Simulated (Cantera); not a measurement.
Thermodynamics of carbothermic reduction, feed Ta2O5 + CO + H2

Charge: 1 mol Ta2O5, 1.4 mol CO, a varied amount of H2, at 48.0 mbar.

Method: chemical equilibrium by Gibbs-energy minimisation in Cantera with the NASA 1993 tables (ideal gas, pure condensed phases). Candidate condensed phases: C, C6H6, C7H8, C8H18, H2O, Ta, TaC, Ta2O5; 113 gas species. Mutual solubility and eutectic melting of coexisting phases are not modelled. TaC: taken at fixed stoichiometry. Condensed phases not in the tables: Ta2C, N, O or C dissolved in the metal. Rates play no part.

Stable condensed phases:

```
T in K \ n(H2) in mol
         0.35 0.51 0.75  1.1  1.6  2.4  3.5  5.2  7.6   11   17
   2473     A    A    A    A    A    A    A    A    A    A    A
   2373     A    A    A    A    B    B    B    B    B    B    B
   2273     B    B    B    B    B    B    B    B    B    B    B
   2173     C    C    C    C    B    B    B    B    B    B    B
   2073     C    C    C    C    C    C    C    C    B    B    B
   1973     C    C    C    C    C    C    C    C    C    C    C
   1873     C    C    C    C    C    C    C    C    C    C    C
   1773     C    C    C    C    C    C    C    C    C    C    C
   1673     C    C    C    C    C    C    C    C    C    C    C
   1573     C    C    C    C    C    C    C    C    C    C    C
   1473     C    C    C    C    C    C    C    C    C    C    C
   1373     C    C    C    C    C    C    C    C    C    C    C
   1273     C    C    C    C    C    C    C    C    C    C    C
   1173     D    D    D    C    C    C    C    C    C    C    C
```

A: Ta2O5; B: Ta + Ta2O5; C: TaC + Ta2O5; D: C + Ta2O5.
